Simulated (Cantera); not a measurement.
Charge: 1 mol c-C₄F₈, 1.9 mol CH₄, 0.68 mol H₂, at 2350 K and 16.0 Pa.

Cantera equilibrium calculation (NASA polynomials, part measured and part estimated; ideal gas, pure solids and liquids). Candidate condensed phases: C, C₆H₆, C₇H₈, C₈H₁₈; 95 gas species. The feed counts by its element totals alone. Rates play no part.

Base state: HF 0.878, H 0.0988, F 0.0119, H₂ 0.0100, C₃ 0.000258, CF 0.000238, C 0.000116, C₂H₂ (acetylene) 5.54e-5 (mole fractions); condensed: C(graphite).

Question: What changes in the equilibrium state with this change: temperature from 2350 K to 1798 K?

Answer: 
```json
[
 {"species": "HF", "before": "0.878", "after": "0.940"},
 {"species": "H₂", "before": "0.0100", "after": "0.0532"},
 {"species": "H", "before": "0.0988", "after": "0.00642"},
 {"species": "F", "before": "0.0119", "after": "1.87e-5"},
 {"species": "C₃", "before": "0.000258", "after": "<1e-9"},
 {"species": "C", "before": "0.000116", "after": "1.50e-9"},
 {"species": "C₂", "before": "2.31e-5", "after": "<1e-9"},
 {"species": "CF", "before": "0.000238", "after": "2.85e-8"},
 {"species": "C₂H", "before": "2.79e-5", "after": "9.62e-9"},
 {"species": "C(graphite), mol", "before": "5.89", "after": "5.90"}
]
```

Question: What changes in the equilibrium state with this change: H₂ from 0.68 to 2.5 mol?

Answer: 
```csv
species,before,after
HF,0.878,0.672
H,0.0988,0.256
H₂,0.0100,0.0675
F,0.0119,0.00352
C₂H₂ (acetylene),5.54e-5,0.000372
CF,0.000238,7.02e-5
C₂H,2.79e-5,7.23e-5
C,0.000116,0.000116
C₃,0.000258,0.000258
"C(graphite), mol",5.89,5.88
```

Question: What changes in the equilibrium state with this change: CH₄ from 1.9 to 0.014 mol?

Answer: 
| species | before | after |
|---|---|---|
| F | 0.0119 | 0.769 |
| HF | 0.878 | 0.182 |
| CF₂ | 7.88e-6 | 0.0328 |
| H | 0.0988 | 0.000318 |
| H₂ | 0.0100 | 1.04e-7 |
| CF | 0.000238 | 0.0153 |
| C₂H₂ (acetylene) | 5.54e-5 | <1e-9 |
| CF₃ | <1e-9 | 3.47e-5 |
| CF₄ | <1e-9 | 1.02e-5 |
| C₂H | 2.79e-5 | 8.97e-8 |
| C(graphite), mol | 5.89 | 3.63 |
